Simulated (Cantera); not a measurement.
**Equilibrium for carbon deposition, reforming and gasification: C₃H₆ + H₂O**

A closed system holds: 1 mol C₃H₆, 0.03 mol H₂O, at 1.30 mbar.

Cantera equilibrium calculation (NASA polynomials, part measured and part estimated; ideal gas, pure solids and liquids). Candidate condensed phases: C, C₆H₆, C₇H₈, C₈H₁₈, H₂O; 110 gas species. Kinetics and transport are ignored.

```json
[
 {"T (K)": "550", "x H₂": "0.710", "x H": "<1e-12", "x CH₄": "0.278", "x C₃": "<1e-12", "x H₂O": "0.0125", "n C(graphite)": "2.34"},
 {"T (K)": "750", "x H₂": "0.986", "x H": "8.71e-12", "x CH₄": "0.00404", "x C₃": "<1e-12", "x H₂O": "0.00102", "n C(graphite)": "2.96"},
 {"T (K)": "950", "x H₂": "0.990", "x H": "1.54e-8", "x CH₄": "0.000214", "x C₃": "<1e-12", "x H₂O": "1.18e-5", "n C(graphite)": "2.97"},
 {"T (K)": "1150", "x H₂": "0.990", "x H": "2.06e-6", "x CH₄": "2.98e-5", "x C₃": "<1e-12", "x H₂O": "5.92e-7", "n C(graphite)": "2.97"},
 {"T (K)": "1350", "x H₂": "0.990", "x H": "6.58e-5", "x CH₄": "7.35e-6", "x C₃": "<1e-12", "x H₂O": "7.23e-8", "n C(graphite)": "2.97"},
 {"T (K)": "1550", "x H₂": "0.989", "x H": "0.000869", "x CH₄": "2.59e-6", "x C₃": "<1e-12", "x H₂O": "1.53e-8", "n C(graphite)": "2.97"},
 {"T (K)": "1750", "x H₂": "0.984", "x H": "0.00640", "x CH₄": "1.15e-6", "x C₃": "1.83e-11", "x H₂O": "4.60e-9", "n C(graphite)": "2.97"},
 {"T (K)": "1950", "x H₂": "0.959", "x H": "0.0311", "x CH₄": "5.81e-7", "x C₃": "6.02e-9", "x H₂O": "1.73e-9", "n C(graphite)": "2.97"},
 {"T (K)": "2150", "x H₂": "0.879", "x H": "0.110", "x CH₄": "2.95e-7", "x C₃": "6.59e-7", "x H₂O": "7.14e-10", "n C(graphite)": "2.96"},
 {"T (K)": "2350", "x H₂": "0.699", "x H": "0.289", "x CH₄": "1.23e-7", "x C₃": "3.18e-5", "x H₂O": "2.75e-10", "n C(graphite)": "2.94"},
 {"T (K)": "2550", "x H₂": "0.423", "x H": "0.563", "x CH₄": "3.22e-8", "x C₃": "0.000819", "x H₂O": "8.32e-11", "n C(graphite)": "2.90"},
 {"T (K)": "2750", "x H₂": "0.175", "x H": "0.794", "x CH₄": "4.17e-9", "x C₃": "0.0130", "x H₂O": "1.81e-11", "n C(graphite)": "2.65"}
]
```
x: gas mole fraction; n: condensed amount in mol.

From 550 K to 2750 K the condensed part is C(graphite). The main C-bearing gas is CH₄ at 550 K and C₃ at 2750 K.
